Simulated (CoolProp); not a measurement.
Decamethylcyclopentasiloxane (D5) along the isobar 1.58 MPa: density (kg/m³) from the reference equation and from simpler models built on Tc = 618.3 K, pc = 1.078 MPa, ω = 0.631; each cubic takes its own stable root.

Values from CoolProp's reference Helmholtz-energy equation of state, Thol 2019.

```csv
T (K),phase,reference
526.8,liquid,695.5
534,liquid,684.9
541.2,liquid,674.0
548.3,liquid,662.8
555.5,liquid,650.8
562.7,liquid,638.3
569.8,liquid,625.3
577,liquid,611.2
584.2,liquid,596.0
591.3,liquid,579.9
598.5,liquid,561.8
605.7,liquid,541.6
612.8,liquid,519.0
620,supercritical,492.0
```

**Question.** How far does each simpler model (Redlich-Kwong, Soave-Redlich-Kwong) lie from the reference over these 14 states: mean and median of the absolute difference, and the worst?

**Answer.** 
- Redlich-Kwong: mean 20.4 %, median 20.5 %, worst -21.0 % at 591.3 K and 1.58 MPa
- Soave-Redlich-Kwong: mean 15.7 %, median 15.2 %, worst -19.8 % at 620 K and 1.58 MPa
